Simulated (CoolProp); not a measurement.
A simple Rankine cycle with R1224YDZ: condensing at 303.15 K, boiler at 2.88 MPa, turbine inlet 472.1 K, turbine efficiency 0.9, pump efficiency 0.8, no recuperator. Each further row changes one setting.

The numbers come from the reference Helmholtz-energy equation of state, Akasaka 2023 in CoolProp.

```
case                             thermal efficiency (%)  net work (kJ/kg)  heat in (kJ/kg)  turbine exit temperature (K)  volume ratio over the turbine
-------------------------------  ----------------------  ----------------  ---------------  ----------------------------  -----------------------------
as stated                                    (withheld)              51.4              292                         392.7                     (withheld)
condensing temperature 295.15 K                    18.8              56.7              301                         386.4                           23.0
boiler pressure 2.02 MPa                           15.9        (withheld)              301                         406.6                           11.6
turbine efficiency 0.8                             15.6        (withheld)              292                         399.2                     (withheld)
```

### Question
Complete the blanks.

### Answer

- as stated, thermal efficiency (%): 17.6
- as stated, volume ratio over the turbine: 17.5
- boiler pressure 2.02 MPa, net work (kJ/kg): 47.8
- turbine efficiency 0.8, net work (kJ/kg): 45.4
- turbine efficiency 0.8, volume ratio over the turbine: 17.8
